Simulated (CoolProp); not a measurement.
Dodecamethylcyclohexasiloxane (D6) along the isotherm 346.85 °C: Z from the reference equation and from simpler models built on Tc = 372.6 °C, pc = 9.614 bar, ω = 0.736; each cubic takes its own stable root.

Computed with CoolProp (reference Helmholtz-energy equation of state, Colonna 2008). It is a short technical equation, of lower accuracy than the large ones.

```csv
p (bar),phase,reference,van der Waals,Redlich-Kwong,Peng-Robinson
1.2,gas,0.9384,0.9576,0.9506,0.9430
2.4,gas,0.8733,0.9117,(withheld),(withheld)
3.61,gas,0.8025,0.8605,0.8384,0.8137
4.81,gas,0.7243,0.8032,0.7725,0.7371
6.01,gas,0.6300,(withheld),0.6944,0.6436
7.21,liquid,0.1242,0.6475,0.5898,(withheld)
8.41,liquid,0.1422,0.2362,0.1809,0.1439
9.61,liquid,0.1601,(withheld),0.1971,0.1604
10.8,liquid,0.1775,0.2723,0.2141,0.1766
12,liquid,0.1949,0.2937,0.2314,0.1927
13.2,liquid,0.2122,0.3155,0.2487,0.2087
14.4,liquid,(withheld),0.3375,0.2660,0.2244
```

Q: Some entries are withheld; supply them.

A: 
- 2.4, Redlich-Kwong: 0.8973
- 2.4, Peng-Robinson: 0.8816
- 6.01, van der Waals: 0.7354
- 7.21, Peng-Robinson: 0.1272
- 9.61, van der Waals: 0.2522
- 14.4, reference: 0.2292

At some of these states van der Waals, Redlich-Kwong gives the other phase, because its saturation line lies elsewhere.
